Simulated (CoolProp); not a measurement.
Vapour-liquid equilibrium of cyclohexane (1) + p-xylene (2) at 1.72 bar; x and y are mole fractions of (1).

Computed with CoolProp (multi-fluid Helmholtz-energy mixture model, Zhou 2014 and Zhou 2012; pair parameters Bell 2016).

### Question
Give the bubble temperature and the first vapour's composition at x = 0.05, 0.2, 0.95. Is there an azeotrope?

### Answer
x = 0.05: 425.4 K, y = 0.190; x = 0.2: 409.1 K, y = 0.538; x = 0.95: 374.0 K, y = 0.986. No azeotrope shows between x = 0.05 and 0.95.

The pair parameters rest on a limited set of measurements; away from them the model extrapolates.
